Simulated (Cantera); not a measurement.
Feed: 1 mol Al2O3, 84 mol HCl, 0.2 mol O2, equilibrated at 1023.15 K and 1.33 mbar.

Method: chemical equilibrium by Gibbs-energy minimisation in Cantera with the NASA 1993 tables (ideal gas, pure condensed phases). Candidate condensed phases: Al, AlCl3, Al2O3, H2O; 29 gas species. Equilibrium is a limit: real reactors are often held back by kinetics, nucleation or transport.

Base state: HCl 0.990, H2O 0.00475, Cl2 0.00426, Cl 0.000975 (mole fractions); condensed: Al2O3(s).

### Question
What changes in the equilibrium state with this change: temperature from 1023.15 K to 1348 K?

### Answer
```
species          before     after
-------------  --------  --------
HCl               0.990     0.986
Cl             0.000975   0.00894
H2O             0.00475   0.00483
Cl2             0.00426  0.000303
AlCl3           6.99e-7   5.85e-5
H2              1.14e-8   3.39e-5
Al2O3(s), mol     1.000     0.998
```

### Question
What changes in the equilibrium state with this change: O2 from 0.2 to 0.59 mol?

### Answer
| species | before | after |
|---|---|---|
| HCl | 0.990 | 0.972 |
| H2O | 0.00475 | 0.0134 |
| Cl2 | 0.00426 | 0.0126 |
| O2 | 3.86e-6 | 0.000291 |
| Cl | 0.000975 | 0.00168 |
| Al2O3(s), mol | 1.000 | 1.000 |
